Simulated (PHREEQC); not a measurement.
PHREEQC input (ion-association model, wateq4f.dat):

```
SOLUTION_MASTER_SPECIES
  An  An-  0  An  62.0  # stands for a non-complexing anion
SOLUTION_SPECIES
  An- = An-
    -log_k 0
    -gamma 3.0 0
PHASES
  Fix_H+
    H+ = H+
    -log_k 0
SOLUTION 1
  temp 25
  units mmol/kgw
  pH 7 charge
  S(6) 0.00034
  Na 100.001
  Cl 0.00082
  Ca 0.00026
  Cu(2) 0.00015
  An 100
END
SELECTED_OUTPUT 1
  -reset false
  -pH true
  -pe true
  -ionic_strength true
  -water true
  -totals Ca Cl Cu Na S Cu(1) Cu(2) S(-2) S(6)
  -molalities Hfo_wOH Hfo_wOH2+ Hfo_wO- Hfo_sOH Hfo_sOH2+ Hfo_sO- Hfo_sOHCa+2 Hfo_wOCa+ Hfo_sOCu+ Hfo_wOCu+
    Hfo_wSO4- Hfo_wOHSO4-2
  -saturation_indices Gypsum Portlandite Cu(OH)2 Brochantite Antlerite Atacamite Halite Mirabilite Chalcanthite
USER_PUNCH 1
  -headings sigma psi
  10 PUNCH EDL("sigma", "Hfo"), EDL("psi", "Hfo")
PRINT
  -reset false
USE solution 1
SURFACE 1
  Hfo_wOH 2.47191e-05 600 0.011
  Hfo_sOH 6.17978e-07
EQUILIBRIUM_PHASES 1
  Fix_H+ -3 HAn 10
    -force_equality true
  O2(g) -0.68 10
END
# ... the last block is repeated for the other 12 points of pH, with NaOH or the acid as the point needs
```

Selected output (columns that matter, 13 of 13 rows; pH added in front):

```
pH	mu	Ca	Cu	Na	S	si_Gypsum	si_Portlandite	si_Cu(OH)2	si_Brochantite	si_Antlerite	si_Atacamite	si_Halite	si_Mirabilite	si_Chalcanthite
3	0.10123	2.6e-07	1.5e-07	0.1	8.258e-08	-10.021	-23.798	-9.8658	-33.844	-25.568	-18.994	-8.8923	-8.7185	-12.194
3.67	0.10027	2.6e-07	1.4996e-07	0.1	9.0941e-08	-9.9632	-22.456	-8.5248	-29.764	-22.829	-16.981	-8.8916	-8.6616	-12.137
4.33	0.10007	2.6e-07	1.4936e-07	0.1	1.2846e-07	-9.8099	-21.136	-7.2063	-25.657	-20.041	-15.004	-8.8915	-8.5084	-11.985
5	0.10002	2.6e-07	1.4029e-07	0.1	2.1363e-07	-9.5882	-19.796	-5.8937	-21.525	-17.221	-13.049	-8.8914	-8.2867	-11.791
5.67	0.10001	2.6e-07	7.6676e-08	0.1	2.9971e-07	-9.441	-18.456	-4.8176	-18.413	-15.186	-11.567	-8.8914	-8.1395	-11.908
6.33	0.10001	2.5999e-07	1.1672e-08	0.1	3.3279e-07	-9.3955	-17.136	-4.3337	-17.752	-15.008	-11.259	-8.8914	-8.094	-12.698
7	0.1	2.5994e-07	1.4934e-09	0.1	3.3917e-07	-9.3874	-15.796	-4.1367	-18.296	-15.749	-11.535	-8.8914	-8.0858	-13.833
7.67	0.1	2.5929e-07	9.5247e-10	0.1	3.3993e-07	-9.3875	-14.457	-4.0005	-19.09	-16.68	-11.932	-8.8914	-8.0848	-15.036
8.33	0.1	2.5158e-07	1.1902e-09	0.1	3.3999e-07	-9.4005	-13.15	-3.8768	-19.916	-17.629	-12.345	-8.8914	-8.0847	-16.232
9	0.10002	1.9133e-07	1.7984e-09	0.10002	3.4e-07	-9.5195	-11.929	-3.6955	-20.53	-18.424	-12.652	-8.8913	-8.0846	-17.391
9.67	0.10007	6.6778e-08	3.3846e-09	0.10007	3.4e-07	-9.9769	-11.047	-3.4207	-20.771	-18.94	-12.773	-8.8912	-8.0843	-18.456
10.33	0.10029	1.1823e-08	6.5907e-09	0.10029	3.4e-07	-10.73	-10.479	-3.1318	-20.936	-19.394	-12.855	-8.8904	-8.083	-19.488
11	0.10132	2.0852e-09	1.5282e-08	0.10133	3.4e-07	-11.49	-9.8971	-2.7692	-20.827	-19.648	-12.8	-8.8867	-8.0768	-20.467
```

Complexes and solids missing from the database can't appear. The database's constant for dissolved Cu(OH)2 is higher than later reviews accept. The oxide is taken as insoluble; below pH 4 it would dissolve.
